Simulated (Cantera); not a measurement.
Feed: 1 mol FeCl3, 5.3 mol H2O, 0.1 mol N2, at 1800 K and 0.100 bar.

Method: chemical equilibrium by Gibbs-energy minimisation in Cantera with the NASA 1993 tables (ideal gas, pure condensed phases). Candidate condensed phases: Fe, FeCl2, FeCl3, FeO, Fe(OH)2, Fe(OH)3, Fe2O3, Fe3O4, H2O, NH4Cl; 37 gas species. The numbers say what is thermodynamically allowed, not how fast it happens.

Base state: H2O 0.590, HCl 0.316, FeCl2 0.0489, O2 0.0173, N2 0.0141, Cl 0.00992, OH 0.00160, H2 0.000765 (mole fractions); condensed: Fe3O4(s).

**Question.** What changes in the equilibrium state with this change: temperature from 1800 K to 1750 K?

**Answer.** 
```tsv
species	before	after
H2O	0.590	0.584
HCl	0.316	0.332
FeCl2	0.0489	0.0419
O2	0.0173	0.0165
N2	0.0141	0.0141
H	3.13e-5	1.61e-5
Fe(OH)2	4.70e-5	2.79e-5
O	5.06e-5	3.03e-5
H2	0.000765	0.000481
Fe3O4(s), mol	0.218	0.235
```
